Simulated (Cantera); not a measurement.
**SiC + H₂ (sublimation and decomposition of ceramics)**

Charge: 1 mol SiC, 0.037 mol H₂, held at 10.0 mbar.

Method: chemical equilibrium by Gibbs-energy minimisation in Cantera with the NASA 1993 tables (ideal gas, pure condensed phases). Candidate condensed phases: C, C₆H₆, C₇H₈, C₈H₁₈, Si, SiC; 87 gas species. Gases not in the tables: Si₂H₆ and higher silanes. Rates play no part.

```tsv
T (°C)	log p H₂	log p Si	log p H	log p SiC₂	log p Si₂C	log p C₂H₂ (acetylene)	log p SiH	log p Si₂	n SiC(s)	n C(graphite)
1400	-2.00	-7.46	-4.94	-11.23	-9.75	-7.83	-8.23	-10.96	1.00	0
1500	-2.00	-6.76	-4.55	-9.83	-8.80	-7.02	-7.67	-10.11	1.000	0
1600	-2.00	-6.11	-4.19	-8.62	-7.92	-6.36	-7.14	-9.29	1.000	0
1700	-2.01	-5.52	-3.87	-7.53	-7.13	-5.78	-6.66	-8.55	1.000	0
1800	-2.01	-4.98	-3.59	-6.55	-6.42	-5.25	-6.23	-7.88	1.000	0
1900	-2.02	-4.50	-3.33	-5.67	-5.77	-4.79	-5.84	-7.27	1.000	0
2000	-2.04	-4.01	-3.10	-4.91	-5.14	-4.47	-5.45	-6.62	0.999	0.000110
2100	-2.08	-3.52	-2.90	-4.27	-4.51	-4.29	-5.05	-5.93	0.998	0.000787
2200	-2.16	-3.06	-2.73	-3.68	-3.94	-4.18	-4.70	-5.30	0.994	0.00316
2300	-2.37	-2.64	-2.65	-3.14	-3.41	-4.21	-4.45	-4.72	0.974	0.0129
```
log p: log10 of the partial pressure in bar; n: condensed amount in mol.

From 1400 °C to 1900 °C the condensed part is SiC(s). From 2000 °C to 2300 °C the condensed part is C(graphite) + SiC(s). The main Si-bearing gas is Si throughout.
